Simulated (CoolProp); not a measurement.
A simple Rankine cycle with water: condensing at 305.15 K, boiler at 0.162 MPa, turbine inlet 391.8 K, turbine efficiency 0.9, pump efficiency 0.6, no recuperator. Each further row changes one setting.

Values from CoolProp's reference Helmholtz-energy equation of state, Wagner 2002.

```tsv
case	thermal efficiency (%)	net work (kJ/kg)	heat in (kJ/kg)	turbine exit temperature (K)	volume ratio over the turbine
as stated	17.8	459	2570	305.1	23.5
turbine inlet 411.8 K	17.9	468	2610	305.1	22.6
condensing temperature 297.15 K	19.5	508	2610	297.1	36.0
boiler pressure 0.113 MPa	16.1	415	2580	305.1	16.7
turbine efficiency 0.8	15.9	408	2570	305.1	24.1
```

The expansion ends wet for: as stated; turbine inlet 411.8 K; condensing temperature 297.15 K; boiler pressure 0.113 MPa; turbine efficiency 0.8.
